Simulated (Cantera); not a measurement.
Input: 1 mol Zr, 0.16 mol NH₃, 26 mol H₂, at 70000 Pa.

Equilibrium computed with Cantera from the NASA thermochemical tables; the gas is ideal and each condensed phase is pure. Candidate condensed phases: Zr, ZrN; 11 gas species. Mutual solubility and eutectic melting of coexisting phases are not modelled. ZrN: taken at fixed stoichiometry. Condensed phases not in the tables: N, O or C dissolved in the metal. Kinetics and transport are ignored.

x: gas mole fraction; n: condensed amount in mol.

| T (K) | x H₂ | x H | x N₂ | x Zr | n Zr(β) | n ZrN(s) | n Zr(l) |
|---|---|---|---|---|---|---|---|
| 1275 | 1.000 | 8.81e-7 | <1e-12 | <1e-12 | 0.840 | 0.160 | 0 |
| 1425 | 1.000 | 8.15e-6 | <1e-12 | <1e-12 | 0.840 | 0.160 | 0 |
| 1575 | 1.000 | 4.97e-5 | <1e-12 | <1e-12 | 0.840 | 0.160 | 0 |
| 1725 | 1.000 | 0.000222 | <1e-12 | 1.09e-11 | 0.840 | 0.160 | 0 |
| 1875 | 0.999 | 0.000783 | 2.52e-11 | 3.14e-10 | 0.840 | 0.160 | 0 |
| 2025 | 0.998 | [?] | [?] | [?] | 0.840 | 0.160 | 0 |
| 2175 | 0.994 | [?] | [?] | [?] | 0 | 0.160 | 0.840 |
| 2325 | 0.987 | 0.0131 | 2.16e-7 | 4.93e-7 | 0 | 0.160 | 0.840 |
| 2475 | 0.973 | 0.0265 | 2.29e-6 | 3.01e-6 | 0 | 0.160 | 0.840 |
| 2625 | 0.950 | 0.0495 | 1.85e-5 | 1.49e-5 | 0 | 0.159 | 0.841 |

Problem. Fill in the missing entries.

Solution. 
- 2025, x H: 0.00230
- 2025, x N₂: 7.52e-10
- 2025, x Zr: 5.48e-9
- 2175, x H: 0.00582
- 2175, x N₂: 1.47e-8
- 2175, x Zr: 6.26e-8
